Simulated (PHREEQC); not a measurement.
Solution (80 °C): 0.69 mol/kgw KCl, 0.052 mol/kgw Na2SO4 and 0.00015 mol/kgw H4SiO4. Closed to the air; pH follows from the charge balance.

All values are PHREEQC results (Pitzer model, pitzer.dat), not measurements.

This is a speciation only: nothing precipitates in the calculation.

Question: What pH, activity of water, osmotic coefficient does the model give?

Answer: pH 6.48; activity of water 0.976; osmotic coefficient 0.880.

Species that the database lacks are ignored. Constants without temperature data keep their 25 °C values here.
